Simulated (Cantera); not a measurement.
Feed: 1 mol SiO2, 17 mol HF, at 452 °C and 7.50 Torr.

Equilibrium computed with Cantera from the NASA thermochemical tables; the gas is ideal and each condensed phase is pure. Candidate condensed phases: H2O, Si, SiO2; 38 gas species. Equilibrium is a limit: real reactors are often held back by kinetics, nucleation or transport.

Base state: HF 0.812, H2O 0.125, SiF4 0.0625 (mole fractions); condensed: gas only.

What changes in the equilibrium state with this change: temperature from 452 °C to 1525 °C?


| species | before | after |
|---|---|---|
| HF | 0.812 | 0.913 |
| H2O | 0.125 | 0.0561 |
| SiF4 | 0.0625 | 0.0287 |
| H2 | <1e-9 | 0.00124 |
| O2 | <1e-9 | 0.000569 |
| SiO2(condensed), mol | 0 | 0.524 |
The tables' values for SiF3 are old estimates; treat these amounts as uncertain. The tables hold silica as quartz up to 1696 K and as liquid above; real silica turns to tridymite and cristobalite and melts near 1996 K.
